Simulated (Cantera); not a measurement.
An isothermal, constant-pressure homogeneous reactor starts with H2 : O2 : N2 = 0.24 : 1 : 0.39 (molar parts), at 1048 K and 0.0263 atm.

Detailed kinetics in Cantera: the H2/O2 subset of GRI-Mech 3.0, which has no nitrogen chemistry. Radical loss at walls, strong at low pressure, is not modelled. The temperature is held fixed by assumption; the heat of reaction is taken as removed at once.

x: mole fraction; the columns are a selection and need not sum to one.

| t (s) | x H2 | x O2 | x H | x OH | x O |
|---|---|---|---|---|---|
| 0.000400 | 0.147 | 0.613 | 2.45e-8 | ___ | 1.37e-8 |
| 0.000875 | 0.147 | 0.613 | 4.35e-6 | ___ | 2.46e-6 |
| 0.00191 | 0.0540 | 0.568 | 0.0428 | ___ | 0.0198 |
| 0.00418 | 0.00463 | 0.564 | 0.0192 | ___ | 0.0186 |
| 0.00915 | 0.00112 | 0.579 | 0.00189 | ___ | 0.00437 |
| 0.0200 | 0.000189 | 0.582 | 0.000110 | ___ | 0.000698 |
| 0.0437 | 3.27e-5 | 0.583 | 7.96e-6 | ___ | 0.000122 |
| 0.0956 | 6.45e-6 | 0.583 | 8.34e-7 | ___ | 2.71e-5 |
| 0.209 | 1.53e-6 | 0.583 | 1.22e-7 | ___ | 7.51e-6 |
| 0.457 | 4.40e-7 | 0.583 | 2.29e-8 | ___ | 2.47e-6 |
| 1.00 | 1.49e-7 | 0.583 | 5.08e-9 | ___ | 9.07e-7 |

Some entries are withheld; supply them.


- 0.000400, x OH: 6.18e-9
- 0.000875, x OH: 1.10e-6
- 0.00191, x OH: 0.00587
- 0.00418, x OH: 0.00347
- 0.00915, x OH: 0.00151
- 0.0200, x OH: 0.000551
- 0.0437, x OH: 0.000229
- 0.0956, x OH: 0.000109
- 0.209, x OH: 5.75e-5
- 0.457, x OH: 3.30e-5
- 1.00, x OH: 2.00e-5
